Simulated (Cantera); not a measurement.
Input: 1 mol SiHCl₃, 3.5 mol HCl, 22 mol H₂, at 1150 K and 100000 Pa.

These are equilibrium values from Cantera (NASA tables, ideal gas, pure condensed phases), not measurements of a reactor. Candidate condensed phases: Si; 19 gas species. The tables' values for SiCl₃ are old estimates; treat these amounts as uncertain. Equilibrium is a limit: real reactors are often held back by kinetics, nucleation or transport.

Base state: H₂ 0.862, HCl 0.101, SiCl₄ 0.0315, SiHCl₃ 0.00547, SiCl₃ 0.000546, SiH₂Cl₂ 0.000119, SiCl₂ 0.000104 (mole fractions); condensed: gas only.

Q: What changes in the equilibrium state with this change: SiHCl₃ replaced by SiH₄?

A: 
| species | before | after |
|---|---|---|
| H₂ | 0.862 | 0.946 |
| HCl | 0.101 | 0.0221 |
| SiCl₄ | 0.0315 | 0.0152 |
| SiHCl₃ | 0.00547 | 0.0132 |
| SiH₃Cl | 6.99e-7 | 4.22e-5 |
| SiH₂Cl₂ | 0.000119 | 0.00144 |
| Si(s), mol | 0 | 0.141 |

Q: What changes in the equilibrium state with this change: 0.27 mol HF added?

A: 
```tsv
species	before	after
H₂	0.862	0.853
HCl	0.101	0.109
SiCl₄	0.0315	0.0295
SiF₄	0	0.00228
SiHF₃	0	0.000247
HF	0	0.000144
SiH₂F₂	0	1.33e-5
SiF₃	0	1.04e-5
SiH₂Cl₂	0.000119	9.33e-5
```
The tables' values for SiCl₃, SiF₃ are old estimates; treat these amounts as uncertain.
